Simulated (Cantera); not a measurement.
A perfectly stirred reactor is fed with C₃H₈ : O₂ : N₂ = 1 : 4.17 : 15.7 (molar parts), equivalence ratio 1.2, at 1.01 bar; it is adiabatic with a 675 K inlet, and is followed from long to short residence time, starting on the burning branch (τ in s: 0.021, 0.0098, 0.0046, 0.0021, 0.00098, 0.00046, 0.00021, 9.9e-05, 4.6e-05).

Detailed kinetics in Cantera: GRI-Mech 3.0 (53 species, 325 reactions). GRI-Mech 3.0 was tuned for natural gas; its chemistry of propane as a main component is partial and can be far from experiment.

**Question.** Predict: blow-out, bracketed by the residence times tried; x(C₃H₈) at τ = 21.0 ms; x(O₂) at τ = 21.0 ms; x(NO) at τ = 21.0 ms; x(CO₂) at τ = 21.0 ms; x(CO) at τ = 21.0 ms; x(C₃H₈) at τ = 0.980 ms; x(O₂) at τ = 0.980 ms; x(NO) at τ = 0.980 ms; x(CO₂) at τ = 0.980 ms; x(CO) at τ = 0.980 ms.

**Answer.** 
```json
{
  "blow_out_bracketed_by_the_residence_times_tried": "burning at 46.0 µs, the shortest tried",
  "x(C₃H₈) at τ = 21.0 ms": "4.01e-7",
  "x(O₂) at τ = 21.0 ms": "0.00208",
  "x(NO) at τ = 21.0 ms": "0.00106",
  "x(CO₂) at τ = 21.0 ms": "0.0726",
  "x(CO) at τ = 21.0 ms": "0.0585",
  "x(C₃H₈) at τ = 0.980 ms": "5.53e-6",
  "x(O₂) at τ = 0.980 ms": "0.00655",
  "x(NO) at τ = 0.980 ms": "0.000463",
  "x(CO₂) at τ = 0.980 ms": "0.0665",
  "x(CO) at τ = 0.980 ms": "0.0632"
}
```
